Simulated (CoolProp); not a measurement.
Computed with CoolProp (reference Helmholtz-energy equation of state, Schroeder 2014).

Task: Give the vapour pressure (MPa), vapour density (kg/m³), surface tension (mN/m), liquid conductivity (mW/(m K)) of saturated ethanol at 394.5, 401.1, 417.7 K.

Result: 
```
T (K)  p (MPa)  vapour density (kg/m³)  surface tension (mN/m)  liquid conductivity (mW/(m K))
-----  -------  ----------------------  ----------------------  ------------------------------
394.5    0.445                    6.83                    12.5                             148
401.1    0.541                    8.26                    11.8                             146
417.7    0.854                    13.0                    10.1                             144
```

Thermal conductivity comes from a separate model (Assael 2013). Surface tension comes from a separate correlation (Mulero 2012).
